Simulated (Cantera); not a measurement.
Ignition delay

Mixture: 8.29 % CH4, 19.3 % O2, 72.4 % N2, equivalence ratio 0.86, at 6.70 bar, adiabatic and at constant volume. Ignition delay is the time to a rise of 400 K.

Model: GRI-Mech 3.0 (53 species, 325 reactions), integrated in Cantera.

```json
[
 {"T0 (K)": "1125", "delay (ms)": "17.6"},
 {"T0 (K)": "1200", "delay (ms)": "6.49"},
 {"T0 (K)": "1275", "delay (ms)": "2.58"},
 {"T0 (K)": "1350", "delay (ms)": "1.09"},
 {"T0 (K)": "1425", "delay (ms)": "0.490"},
 {"T0 (K)": "1500", "delay (ms)": "0.232"},
 {"T0 (K)": "1575", "delay (ms)": "0.116"},
 {"T0 (K)": "1650", "delay (ms)": "0.0609"}
]
```

```
Quantity                                                Result
--------------------------------------------------  ----------
apparent activation energy between 1500 and 1650 K  180 kJ/mol
```
